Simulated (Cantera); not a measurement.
Cantera with NASA thermochemical tables; ideal gases at 1 bar, condensed phases pure. Values are per mole of reaction as written; species without (g) are pure solids or liquids, kept so even where they would boil at 1 bar.

Q: Between 1875 and 2375 K, where is each reaction favourable under standard conditions?
- TiO₂ = TiO(g) + O(g)

A: 
- TiO₂ = TiO(g) + O(g): ΔG° is 624 kJ at 1875 K and 473 kJ at 2375 K; it stays positive (K < 1). ΔH° is 1142 kJ and ΔS° 282 J/K at 2375 K.
